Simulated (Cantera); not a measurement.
A perfectly stirred reactor is fed with H₂ : O₂ : N₂ = 0.79 : 1 : 0.71 (molar parts), at 100.0 Torr; it is held at 1023 K, and followed from long to short residence time.

Model: GRI-Mech 3.0 (53 species, 325 reactions), integrated in Cantera. Radical loss at walls, strong at low pressure, is not modelled. The temperature is held fixed by assumption; the heat of reaction is taken as removed at once.

What does this change do: temperature 1023 to 1000 K?


```tsv
quantity	before	after
x(H₂) at τ = 17.0 s	0.000224	0.000390
x(O₂) at τ = 17.0 s	0.287	0.288
x(OH) at τ = 17.0 s	4.69e-5	2.77e-5
x(N₂O) at τ = 17.0 s	1.08e-7	9.29e-8
x(O) at τ = 17.0 s	6.63e-6	5.55e-6
x(H₂) at τ = 62.0 ms	0.00685	0.00899
x(O₂) at τ = 62.0 ms	0.289	0.290
x(OH) at τ = 62.0 ms	0.000389	0.000304
x(N₂O) at τ = 62.0 ms	3.34e-8	2.72e-8
x(O) at τ = 62.0 ms	0.000355	0.000304
```
